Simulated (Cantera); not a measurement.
Input: 1 mol MgO, a varied amount of C, 1.2 mol H2, equilibrated at 2250 K and 6.60 mbar.

Cantera equilibrium calculation (NASA polynomials, part measured and part estimated; ideal gas, pure solids and liquids). Candidate condensed phases: C, C6H6, C7H8, C8H18, H2O, Mg, MgCO3, MgO, Mg(OH)2; 116 gas species. Equilibrium is a limit: real reactors are often held back by kinetics, nucleation or transport.

Q: Which condensed phases are stable at each of these points (n(C) (mol)): 0.4, 0.52, 0.68, 0.88, 1.1, 1.5, 1.9, 2.5, 3.2?

A: 
| n(C) (mol) | condensed phases | Mg condensed (%) |
|---|---|---|
| 0.4 | MgO(s) | 38.6 |
| 0.52 | MgO(s) | 27.5 |
| 0.68 | MgO(s) | 12.2 |
| 0.88 | gas only | 0.0 |
| 1.1 | C(graphite) | 0.0 |
| 1.5 | C(graphite) | 0.0 |
| 1.9 | C(graphite) | 0.0 |
| 2.5 | C(graphite) | 0.0 |
| 3.2 | C(graphite) | 0.0 |

From 0.4 mol C to 0.68 mol C the condensed part is MgO(s). At 0.88 mol C nothing is condensed. From 1.1 mol C to 3.2 mol C the condensed part is C(graphite).
